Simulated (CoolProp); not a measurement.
Saturation properties of R123 (Tc = 183.7 °C, pc = 3662 kPa, ω = 0.282).

The numbers come from the reference Helmholtz-energy equation of state, Younglove 1994 in CoolProp. It is a modified Benedict-Webb-Rubin equation, recast in Helmholtz form.

```tsv
T (°C)	p (kPa)	enthalpy of vaporisation (kJ/kg)	surface tension (mN/m)	liquid viscosity (µPa s)	vapour viscosity (µPa s)
17.35	68.18	174.5	16.1	457	10.5
24.25	88.84	171.7	15.3	421	10.7
31.15	114.1	168.8	14.5	389	11.0
38.05	144.8	165.8	13.7	360	11.2
44.95	181.4	162.7	12.9	334	11.4
51.85	224.8	159.6	12.1	310	11.7
58.75	275.8	156.3	11.3	288	11.9
65.65	335.1	153.0	10.5	267	12.1
72.55	403.7	149.5	9.78	249	12.4
79.35	481.1	145.9	9.04	232	12.6
86.25	570.6	142.1	8.31	216	12.8
93.15	672.1	138.1	7.59	202	13.1
```

It boils at 27.8 °C under 1 atm.

Viscosity comes from a separate model (Tanaka 1996). Surface tension comes from a separate correlation (Mulero 2012).
